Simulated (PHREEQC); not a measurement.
Solution (25 °C): 0.18 mmol/kgw Ca(OH)2. Closed to the air; pH follows from the charge balance.

Equilibrium calculation in PHREEQC: Pitzer model, pitzer.dat.

| quantity | before | after |
|---|---|---|
| pH | 10.54 | 10.24 |
| SI of Portlandite (Ca(OH)2) | -5.52 | -6.40 |

Question: What was changed between the two runs?
(A) Ca(OH)2 from 0.00018 to 3.6e-05 mol/kgw
(B) Ca(OH)2 from 0.00018 to 0.00036 mol/kgw
(C) 0.00016 mol/kgw KBr added
(D) diluted 2-fold with water
(E) temperature from 25 to 20 °C

Answer: D, diluted 2-fold with water

This is a speciation only: nothing precipitates in the calculation.
